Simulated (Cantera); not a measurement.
Input: 1 mol AlN, 6.5 mol HCl, 13 mol H₂, at 825 °C and 110 Pa.

Cantera equilibrium calculation (NASA polynomials, part measured and part estimated; ideal gas, pure solids and liquids). Candidate condensed phases: Al, AlCl₃, AlN, NH₄Cl; 20 gas species. The tables' values for AlCl₂ are old estimates; treat these amounts as uncertain. Kinetics and transport are ignored.

Base state: H₂ 0.744, HCl 0.180, AlCl₃ 0.0512, N₂ 0.0256, AlCl₂ 3.98e-5 (mole fractions); condensed: gas only.

Q: What changes in the equilibrium state with this change: HCl from 6.5 to 1.4 mol?

A: 
```json
[
 {"species": "H₂", "before": "0.744", "after": "0.927"},
 {"species": "HCl", "before": "0.180", "after": "0.0477"},
 {"species": "AlCl₃", "before": "0.0512", "after": "0.0165"},
 {"species": "N₂", "before": "0.0256", "after": "0.00826"},
 {"species": "AlCl", "before": "1.95e-6", "after": "1.10e-5"},
 {"species": "AlCl₂", "before": "3.98e-5", "after": "5.37e-5"},
 {"species": "AlN(s), mol", "before": "0", "after": "0.762"}
]
```
